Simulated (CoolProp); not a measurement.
Vapour-liquid equilibrium of acetone (1) + toluene (2) at 0.524 MPa; x and y are mole fractions of (1).

Model: multi-fluid Helmholtz-energy mixture model, Lemmon 2006 and Lemmon 2006; pair parameters Bell 2016, in CoolProp.

### Question
Give the bubble temperature and the first vapour's composition at x = 0.2, 0.35, 0.8. Is there an azeotrope?

### Answer
x = 0.2: 426.2 K, y = 0.505; x = 0.35: 414.3 K, y = 0.673; x = 0.8: 393.6 K, y = 0.923. No azeotrope shows between x = 0.05 and 0.95.

The pair parameters rest on a limited set of measurements; away from them the model extrapolates.
